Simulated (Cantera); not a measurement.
## Premixed flame

A freely propagating, adiabatic, planar premixed flame of H2 : O2 : N2 : H2O = 1 : 0.625 : 2.35 : 0.75 (molar parts), equivalence ratio 0.80, unburnt at 550 K and 760 Torr; mixture-averaged transport, grid criteria slope 0.08 and curve 0.16, no radiation.

Detailed kinetics in Cantera: the H2/O2 subset of GRI-Mech 3.0, which has no nitrogen chemistry. Burning velocities carry a grid error of a few per cent, more on coarse grids.

| z (mm) | T (K) | u (m/s) | x H2 | x O2 | x H2O | x H | x O | x HO2 |
|---|---|---|---|---|---|---|---|---|
| -1.16 | 550 | 3.07 | 0.212 | 0.132 | 0.159 | <1e-8 | <1e-8 | <1e-8 |
| -0.772 | 550 | 3.07 | 0.211 | 0.132 | 0.159 | <1e-8 | <1e-8 | <1e-8 |
| -0.579 | 550 | 3.07 | 0.211 | 0.132 | 0.159 | <1e-8 | <1e-8 | 7.16e-8 |
| -0.386 | 551 | 3.06 | 0.208 | 0.133 | 0.160 | <1e-8 | 3.02e-8 | 2.68e-6 |
| -0.193 | 594 | 3.23 | 0.188 | 0.135 | 0.167 | 2.70e-5 | 5.91e-6 | 0.000303 |
| -0.0965 | 825 | 4.36 | 0.149 | 0.127 | 0.197 | 0.00148 | 0.000194 | 0.000383 |
| 0 | 1181 | 6.11 | 0.0923 | 0.0997 | 0.262 | 0.00893 | 0.00196 | 0.000167 |
| 0.0965 | 1434 | 7.37 | 0.0471 | 0.0660 | 0.323 | 0.0155 | 0.00457 | 8.16e-5 |
| 0.193 | 1575 | 8.06 | 0.0286 | 0.0493 | 0.351 | 0.0151 | 0.00536 | 5.04e-5 |
| 0.386 | 1718 | 8.73 | 0.0197 | 0.0407 | 0.369 | 0.0101 | 0.00451 | 3.14e-5 |
| 0.772 | 1838 | 9.28 | 0.0139 | 0.0365 | 0.382 | 0.00504 | 0.00288 | 1.90e-5 |
| 1.54 | 1925 | 9.67 | 0.00841 | 0.0336 | 0.394 | 0.00206 | 0.00157 | 1.03e-5 |
| 3.09 | 1979 | 9.90 | 0.00426 | 0.0321 | 0.401 | 0.000683 | 0.000748 | 5.13e-6 |
x: mole fraction of selected species; z is measured from the peak of heat release.

The laminar burning velocity is 307 cm/s, the thermal thickness is 0.386 mm and the peak x(H) comes out as 0.0160. The peak x(O) is 0.00536 and the peak x(HO2) is 0.000482. The grid points is 108.
